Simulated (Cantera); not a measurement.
A closed system holds: 1 mol Fe, 0.22 mol NH3, 260 mol N2, at 0.0133 bar.

Cantera equilibrium calculation (NASA polynomials, part measured and part estimated; ideal gas, pure solids and liquids). Candidate condensed phases: Fe; 10 gas species. Rates play no part.

**Question.** Which condensed phases are stable at each of these points (T (°C)): 500, 600, 700, 800, 900, 1000, 1100?

**Answer.** 
| T (°C) | condensed phases | Fe condensed (%) |
|---|---|---|
| 500 | Fe(α) | 100.0 |
| 600 | Fe(α) | 100.0 |
| 700 | Fe(α) | 100.0 |
| 800 | Fe(α) | 100.0 |
| 900 | Fe(α) | 100.0 |
| 1000 | Fe(γ) | 100.0 |
| 1100 | Fe(γ) | 100.0 |

From 500 °C to 900 °C the condensed part is Fe(α). From 1000 °C to 1100 °C the condensed part is Fe(γ).
